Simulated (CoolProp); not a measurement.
Vapour-liquid equilibrium of R125 (1) + R245fa (2) at 0.233 bar; x and y are mole fractions of (1).

Values from CoolProp's multi-fluid Helmholtz-energy mixture model, Lemmon 2005 and Akasaka 2015; pair parameters Bell 2016.

```csv
x,bubble temperature (°C),y at the bubble point,dew temperature at overall composition x (°C),liquid density (mol/L)
0.05,-30.6,0.563,-17.7,11.10
0.125,-42.9,0.816,-19.2,11.42
0.2,-50.2,0.899,-20.8,11.66
0.275,-55.1,0.937,-22.4,11.86
0.35,-58.8,0.957,-24.3,12.05
0.425,-61.6,0.969,-26.3,12.22
0.5,-64.0,0.978,-28.5,12.38
0.575,-66.0,0.984,-31.1,12.54
0.65,-67.7,0.988,-34.0,12.69
0.725,-69.3,0.992,-37.5,12.84
0.8,-70.7,0.995,-41.8,12.98
0.875,-72.0,0.997,-47.7,13.13
0.95,-73.2,0.999,-57.4,13.27
```

No azeotrope shows between x = 0.05 and 0.95.

The pair parameters rest on a limited set of measurements; away from them the model extrapolates.
